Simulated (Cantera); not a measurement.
An isothermal, constant-pressure homogeneous reactor starts with NH3 : N2 = 1 : 0.16 (molar parts), at 1625 K and 1.00 bar. Integrator tolerance rtol = 1e-08.

Model: the gas-phase N/H chemistry of the illustrative SiF4/NH3 mechanism in the Surface Chemkin manual (1991), integrated in Cantera. Walls and surfaces, which speed up NH3 decomposition in real reactors, are not modelled.

### Question
What does this change do: pressure from 1.00 bar to 90.0 Torr?

### Answer
```json
[
 {"quantity": "x(NH3) at 200 s", "before": "0.00979 (gas-phase equilibrium 1.38e-5)", "after": "0.0154 (gas-phase equilibrium 1.66e-6)"},
 {"quantity": "x(N2H4) at 200 s", "before": "8.19e-11 (gas-phase equilibrium <1e-12)", "after": "1.36e-10 (gas-phase equilibrium <1e-12)"},
 {"quantity": "x(H) at 200 s", "before": "5.81e-5 (gas-phase equilibrium 5.92e-5)", "after": "0.000137 (gas-phase equilibrium 0.000171)"},
 {"quantity": "x(NH) at 200 s", "before": "1.19e-8 (gas-phase equilibrium 1.70e-11)", "after": "1.05e-7 (gas-phase equilibrium 1.70e-11)"},
 {"quantity": "x(N2) at 200 s", "before": "0.304 (gas-phase equilibrium 0.306)", "after": "0.303 (gas-phase equilibrium 0.306)"},
 {"quantity": "x(H2) at 200 s", "before": "0.687 (gas-phase equilibrium 0.694)", "after": "0.682 (gas-phase equilibrium 0.694)"},
 {"quantity": "x(N2H2) at 200 s", "before": "1.59e-10 (gas-phase equilibrium <1e-12)", "after": "2.88e-9 (gas-phase equilibrium <1e-12)"}
]
```

### Question
What does this change do: pressure from 1.00 bar to 12.0 Torr?

### Answer
```tsv
quantity	before	after
x(NH3) at 200 s	0.00979 (gas-phase equilibrium 1.38e-5)	0.113 (gas-phase equilibrium 2.21e-7)
x(N2H4) at 200 s	8.19e-11 (gas-phase equilibrium <1e-12)	7.73e-10 (gas-phase equilibrium <1e-12)
x(H) at 200 s	5.81e-5 (gas-phase equilibrium 5.92e-5)	0.000107 (gas-phase equilibrium 0.000468)
x(NH) at 200 s	1.19e-8 (gas-phase equilibrium 1.70e-11)	5.99e-7 (gas-phase equilibrium 1.70e-11)
x(N2) at 200 s	0.304 (gas-phase equilibrium 0.306)	0.283 (gas-phase equilibrium 0.305)
x(H2) at 200 s	0.687 (gas-phase equilibrium 0.694)	0.603 (gas-phase equilibrium 0.694)
x(N2H2) at 200 s	1.59e-10 (gas-phase equilibrium <1e-12)	1.22e-7 (gas-phase equilibrium <1e-12)
```
